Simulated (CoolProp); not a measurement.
A single-stage vapour-compression cycle with n-perfluorobutane: evaporating at 321.15 K (dew point), condensing at 371.15 K (bubble point), superheat 10 K, subcooling 2 K, compressor efficiency 0.85, no pressure losses. Each further row changes one setting.

Values from CoolProp's reference Helmholtz-energy equation of state, Gao 2022.

```json
[
 {"case": "as stated", "cooling COP": "2.27", "pressure ratio": "3.23", "discharge temperature (K)": "371.2", "refrigerating effect (kJ/kg)": "26.6", "volumetric capacity (kJ/m³)": "1410"},
 {"case": "evaporating temperature 326.15 K", "cooling COP": "2.90", "pressure ratio": "2.83", "discharge temperature (K)": "371.2", "refrigerating effect (kJ/kg)": "30.4", "volumetric capacity (kJ/m³)": "1850"},
 {"case": "condensing temperature 366.15 K", "cooling COP": "3.08", "pressure ratio": "2.91", "discharge temperature (K)": "366.2", "refrigerating effect (kJ/kg)": "33.6", "volumetric capacity (kJ/m³)": "1780"},
 {"case": "subcooling 7 K", "cooling COP": "2.90", "pressure ratio": "3.23", "discharge temperature (K)": "371.2", "refrigerating effect (kJ/kg)": "33.9", "volumetric capacity (kJ/m³)": "1800"},
 {"case": "superheat 20 K", "cooling COP": "2.81", "pressure ratio": "3.23", "discharge temperature (K)": "371.7", "refrigerating effect (kJ/kg)": "36.1", "volumetric capacity (kJ/m³)": "1820"},
 {"case": "compressor efficiency 0.75", "cooling COP": "2.01", "pressure ratio": "3.23", "discharge temperature (K)": "371.2", "refrigerating effect (kJ/kg)": "26.6", "volumetric capacity (kJ/m³)": "1410"}
]
```

The compression ends wet for: as stated; evaporating temperature 326.15 K; condensing temperature 366.15 K; subcooling 7 K; compressor efficiency 0.75.
